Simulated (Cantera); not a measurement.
An isothermal, constant-pressure homogeneous reactor starts with H2 : O2 = 0.17 : 1 (molar parts), at 925 K and 0.0133 bar.

Detailed kinetics in Cantera: GRI-Mech 3.0 (53 species, 325 reactions). Radical loss at walls, strong at low pressure, is not modelled. Below about 950 K walls govern HO2 and H2O2 in real vessels. The temperature is held fixed by assumption; the heat of reaction is taken as removed at once.

One state of this run: x H2 = 3.22e-10; x O2 = 0.843; x H = 1.10e-12; x HO2 = 2.56e-10; x O = 3.09e-9; x H2O = 0.157. x: mole fraction; the columns are a selection and need not sum to one.

Question: Which value of t (s) does it belong to?
A. 2.85e-5
B. 0.00258
C. 2.21
D. 200

Answer: D, 200
